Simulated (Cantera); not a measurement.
Input (Python, Cantera):

```python
import numpy as np
import cantera as ct

gas = ct.Solution("gri30.yaml")
gas.TPX = 1298, 100000, {'CH4': 1, 'H2': 0.4, 'O2': 1.16, 'N2': 12.7}
reactor = ct.IdealGasReactor(gas, energy="on", clone=False)
net = ct.ReactorNet([reactor])
net.rtol, net.atol = 1e-08, 1e-16
show = ['CH4', 'H2', 'O2', 'NO2', 'HCO', 'CH2O', 'HO2']
times = np.geomspace(1e-06, 1, 15)

steps = ct.SolutionArray(gas, extra=["t"])
rows = []
print(f"{'t/s':>10s}{'T/K':>9s}{'P/Pa':>11s}" + "".join(f"{s:>11s}" for s in show))
for t in times:
    while net.time < t:
        t_next = net.step()
        steps.append(gas.state, t=t_next)
    rows.append([np.interp(t, steps.t, y) for y in (steps.T, steps.P, *steps(*show).X.T)])
    print(f"{t:10.3e}{rows[-1][0]:9.1f}{rows[-1][1]:11.4g}" + "".join(f"{x:11.3e}" for x in rows[-1][2:]))
rate = np.gradient(steps.T, steps.t)
print("integrator steps:", len(steps.t))
if steps.T.max() > steps.T[0] + 200:
    print(f"time of steepest temperature rise: {steps.t[rate.argmax()]:.4e} s")
gas.TPX = 1298, 100000, {'CH4': 1, 'H2': 0.4, 'O2': 1.16, 'N2': 12.7}
gas.equilibrate("UV")
print(f"equilibrium (UV): T = {gas.T:.1f} K  " + "  ".join(f"{s} {gas[s].X[0]:.3e}" for s in show))
```

Output:

```
       t/s      T/K       P/Pa        CH4         H2         O2        NO2        HCO       CH2O        HO2
 1.000e-06   1298.0      1e+05  6.553e-02  2.621e-02  7.602e-02  4.849e-29  6.123e-19  5.825e-13  2.028e-09
 2.683e-06   1298.0      1e+05  6.553e-02  2.621e-02  7.602e-02  3.768e-27  6.146e-18  5.105e-12  5.455e-09
 7.197e-06   1298.0      1e+05  6.553e-02  2.621e-02  7.602e-02  2.058e-25  5.824e-17  4.557e-11  1.465e-08
 1.931e-05   1298.0      1e+05  6.553e-02  2.621e-02  7.602e-02  7.450e-24  5.150e-16  3.886e-10  3.913e-08
 5.179e-05   1298.0      1e+05  6.553e-02  2.621e-02  7.602e-02  2.509e-22  4.695e-15  3.337e-09  1.036e-07
 1.389e-04   1298.0      1e+05  6.553e-02  2.621e-02  7.602e-02  1.132e-20  6.062e-14  3.481e-08  2.707e-07
 3.728e-04   1298.0      1e+05  6.552e-02  2.621e-02  7.601e-02  1.163e-18  3.769e-12  7.168e-07  7.617e-07
 1.000e-03   1299.8  1.001e+05  6.521e-02  2.610e-02  7.583e-02  1.597e-15  2.683e-09  4.574e-05  2.519e-06
 2.683e-03   1317.7  1.015e+05  6.278e-02  2.574e-02  7.428e-02  1.796e-13  3.664e-08  3.725e-04  1.003e-05
 7.197e-03   2108.3  1.706e+05  5.650e-04  7.039e-02  2.089e-07  4.543e-11  4.328e-08  1.692e-06  1.382e-10
 1.931e-02   2103.4   1.71e+05  5.998e-06  7.666e-02  1.772e-07  1.423e-10  1.680e-08  1.677e-08  1.110e-10
 5.179e-02   2103.4   1.71e+05  3.095e-11  7.670e-02  1.922e-07  1.087e-10  1.724e-08  2.767e-09  1.210e-10
 1.389e-01   2103.7  1.711e+05  2.268e-11  7.668e-02  1.929e-07  5.204e-11  1.724e-08  2.766e-09  1.215e-10
 3.728e-01   2103.9  1.711e+05  2.142e-11  7.667e-02  1.934e-07  2.516e-11  1.725e-08  2.766e-09  1.217e-10
 1.000e+00   2103.9  1.711e+05  2.123e-11  7.666e-02  1.935e-07  1.812e-11  1.725e-08  2.766e-09  1.218e-10
integrator steps: 2026
time of steepest temperature rise: 5.6953e-03 s
equilibrium (UV): T = 2103.9 K  CH4 2.434e-11  H2 7.666e-02  O2 1.935e-07  NO2 1.775e-11  HCO 1.725e-08  CH2O 2.766e-09  HO2 1.218e-10
```

Cantera simulation using GRI-Mech 3.0 (53 species, 325 reactions); the numbers are that mechanism's predictions, not measurements.
